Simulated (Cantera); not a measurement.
A Cantera script and its output.

```python
import numpy as np
import cantera as ct

gas = ct.Solution("gri30.yaml")


def delay(T, t_max=10):
    gas.TPX = T, 96000, {'CO': 1, 'H2': 0.078, 'O2': 0.829, 'N2': 3.12, 'CO2': 0.21}
    reactor = ct.IdealGasConstPressureReactor(gas, clone=False)
    net = ct.ReactorNet([reactor])
    net.rtol, net.atol = 1e-8, 1e-16
    while net.time < t_max:
        t_old, T_old = net.time, reactor.T
        net.step()
        if reactor.T > T + 400:  # ignition: a rise of 400 K
            return t_old + (T + 400 - T_old) / (reactor.T - T_old) * (net.time - t_old)
    return np.nan


taus = []
for T in [1250, 1325, 1400, 1475, 1550]:
    taus.append(delay(T))
    print(f"T0 = {T:6g} K   tau = {taus[-1]:.4e} s")

# d ln(tau) / d ln(k), from doubling and halving each rate constant
T, sens = 1325, []
for i in range(gas.n_reactions):
    gas.set_multiplier(2.0, i)
    up = delay(T)
    gas.set_multiplier(0.5, i)
    down = delay(T)
    gas.set_multiplier(1.0, i)
    sens.append((np.log(up / down) / np.log(4.0), gas.reaction(i).equation))
sens.sort(key=lambda x: -abs(x[0]))
print(f"sensitivities at {T} K")
for s, eq in sens[:10]:
    print(f"{s:8.3f}  {eq}")
```

It prints:

```
T0 =   1250 K   tau = 1.7708e-04 s
T0 =   1325 K   tau = 1.5253e-04 s
T0 =   1400 K   tau = 1.4011e-04 s
T0 =   1475 K   tau = 1.3545e-04 s
T0 =   1550 K   tau = 1.3649e-04 s
sensitivities at 1325 K
  -0.327  CO + OH <=> CO2 + H
  -0.194  H2 + O <=> H + OH
  -0.189  H + O2 <=> O + OH
  -0.079  CO + O (+M) <=> CO2 (+M)
  -0.072  H + O2 + N2 <=> HO2 + N2
  -0.064  H + O2 + M <=> HO2 + M
  -0.027  CO + O2 <=> CO2 + O
  -0.020  H + O2 + H2O <=> HO2 + H2O
  -0.012  H + HO2 <=> 2 OH
   0.011  H2 + OH <=> H + H2O
```

Detailed kinetics in Cantera: GRI-Mech 3.0 (53 species, 325 reactions). Where the delays flatten at high temperature, the 400 K rule measures the pace of heat release, not the induction time.
